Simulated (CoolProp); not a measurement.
The fluid at 357.62 K and 9.5 MPa (supercritical) is heated at constant pressure to 385.8 K. The same conditions are run with several fluids, on thermodynamics alone (safety and materials aside).

Values from CoolProp's reference Helmholtz-energy equation of state of each fluid (ethylene: Smukala 2000; hydrogen chloride: Thol 2018; sulfur hexafluoride: Guder 2009; R115: Lemmon 2016; methane: Setzmann 1991).

| fluid | heat (kJ/kg) | final density (kg/m³) |
|---|---|---|
| ethylene | ? | 107 |
| hydrogen chloride | ? | ? |
| sulfur hexafluoride | 36.9 | 735 |
| R115 | ? | ? |
| methane | ? | 49.4 |

**Question.** Complete the blanks.

**Answer.** 
- ethylene, heat (kJ/kg): 77.3
- hydrogen chloride, heat (kJ/kg): 50.3
- hydrogen chloride, final density (kg/m³): 146
- R115, heat (kJ/kg): 34.3
- R115, final density (kg/m³): 954
- methane, heat (kJ/kg): 78.3
